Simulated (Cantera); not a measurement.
Cantera run:

```python
import numpy as np
import cantera as ct

gas_names = """
    CL CL2 N N2 Ti TiCL TiCL2 TiCL3 TiCL4
""".split()
cond_names = """
    Ti(a) Ti(b) Ti(L) TiCL2(s) TiCL3(s) TiCL4(L) TiN(s) TiN(L)
""".split()


# ... load() reads the species with a 1 bar reference pressure and builds the phases ...
atoms = {
    'TiCl4': {'Ti': 1, 'CL': 4},
    'N2': {'N': 2},
}
top_T = {'TiCL2(s)': 1300, 'TiCL3(s)': 1000}  # K; cautious upper limits of use, not melting points


# ... equilibrate(T, P, feed) seeds the gas with the atoms and calls Mixture.equilibrate('TP', solver="vcs", rtol=1e-11, max_steps=5000) ...
results = []
T = 1725  # K
P = 133.322  # Pa
for m in [0.43, 0.65, 0.98, 1.5, 2.2, 3.4, 5.1, 7.6, 11, 17]:
    feed = {'TiCl4': 1, 'N2': m}  # mol
    mix = equilibrate(T, P, feed)
    results.append((T, P, feed, dict(zip(mix.species_names, mix.species_moles))))

top = {s: max(r[3][s] / sum(r[3][g] for g in gas_names) for r in results) for s in gas_names}
cols = sorted((s for s in top if top[s] > 0.001), key=lambda s: -top[s])[:5]
seen = [c for c in cond_names if any(r[3].get(c, 0) > 1e-12 for r in results)]
print("log10 of partial pressures in bar; condensed amounts in mol")
print(f"{'n(N2)':>10s}" + "".join(f"{s[:9]:>10s}" for s in cols + seen))
for T, P, feed, n in results:
    ng = sum(n[g] for g in gas_names)
    print(f"{feed['N2']:10.4g}" + "".join(f"{np.log10(max(n[s] / ng * P / 1e5, 1e-99)):10.3f}" for s in cols)
          + "".join(f"{n.get(c, 0):10.4g}" for c in seen))
```

It prints:

```
log10 of partial pressures in bar; condensed amounts in mol
     n(N2)        N2     TiCL4     TiCL3        CL       CL2
      0.43    -3.499    -3.340    -3.554    -3.557    -5.793
      0.65    -3.373    -3.407    -3.587    -3.590    -5.859
      0.98    -3.264    -3.494    -3.631    -3.633    -5.945
       1.5    -3.169    -3.609    -3.689    -3.690    -6.060
       2.2    -3.100    -3.735    -3.753    -3.753    -6.185
       3.4    -3.037    -3.906    -3.839    -3.837    -6.354
       5.1    -2.993    -4.090    -3.932    -3.928    -6.536
       7.6    -2.960    -4.293    -4.034    -4.029    -6.738
        11    -2.938    -4.500    -4.139    -4.132    -6.943
        17    -2.918    -4.767    -4.274    -4.263    -7.206
```

These are equilibrium values from Cantera (NASA tables, ideal gas, pure condensed phases), not measurements of a reactor. The tables' values for TiCl2 are old estimates; treat these amounts as uncertain.
